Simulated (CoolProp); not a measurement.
20 sccm (0 °C, 1 atm) of nitrogen bubbles through liquid octamethyltrisiloxane (MDM) at 364.1 K and leaves saturated at a total pressure of 0.121 MPa (ideal gas phase). Each further row changes one setting.

The numbers come from the reference Helmholtz-energy equation of state, Thol 2017 in CoolProp.

```
case                      vapour pressure (kPa)  mole fraction of vapour  delivery (mg/min)  delivery (sccm)  change of delivery for a bath 1 K warmer (%)
------------------------  ---------------------  -----------------------  -----------------  ---------------  --------------------------------------------
as stated                                  14.2                    0.117               28.0             2.65                                           4.5
bath temperature 369.1 K                   17.2                      ___               34.9             3.31                                           4.5
total pressure 0.242 MPa                   14.2                      ___               13.1              ___                                           4.2
```

### Question
Complete the blanks.

### Answer

- bath temperature 369.1 K, mole fraction of vapour: 0.142
- total pressure 0.242 MPa, mole fraction of vapour: 0.0586
- total pressure 0.242 MPa, delivery (sccm): 1.24
